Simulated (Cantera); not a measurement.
Feed: 1 mol toluene, 1.8 mol H2, 11 mol N2, at 2850 K and 1000 Pa.

Method: chemical equilibrium by Gibbs-energy minimisation in Cantera with the NASA 1993 tables (ideal gas, pure condensed phases). Candidate condensed phases: C, C6H6, C7H8, C8H18; 92 gas species. Rates play no part.

Base state: N2 0.518, H 0.314, H2 0.104, HCN 0.0353, CN 0.00946, HNC 0.00589, C3 0.00578, C2H2 (acetylene) 0.00409 (mole fractions); condensed: C(graphite).

### Question
What changes in the equilibrium state with this change: N2 from 11 to 1.4 mol?

### Answer
```tsv
species	before	after
H	0.314	0.526
H2	0.104	0.292
N2	0.518	0.122
C2H2 (acetylene)	0.00409	0.0115
HCN	0.0353	0.0287
C2N2	0.000253	5.97e-5
C2H2 (vinylidene)	8.95e-6	2.51e-5
C4H2	6.70e-5	0.000188
CN	0.00946	0.00459
C(graphite), mol	5.32	6.13
```
